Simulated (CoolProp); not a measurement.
Saturation properties of CH2F2 (R32).

Model: reference Helmholtz-energy equation of state, Tillner-Roth 1997, in CoolProp.

```
T (K)  p (bar)  enthalpy of vaporisation (kJ/kg)  vapour Z
-----  -------  --------------------------------  --------
219.8   0.9285                             383.7    0.9602
232.6    1.730                             369.4    0.9409
245.4    2.998                             354.0    0.9164
258.2    4.890                             337.2    0.8863
271      7.586                             318.6    0.8499
283.8    11.28                             297.8    0.8067
296.6    16.21                             274.0    0.7558
309.4    22.59                             246.2    0.6956
322.2    30.73                             212.5    0.6232
```

It boils at 221.5 K under 1 atm.
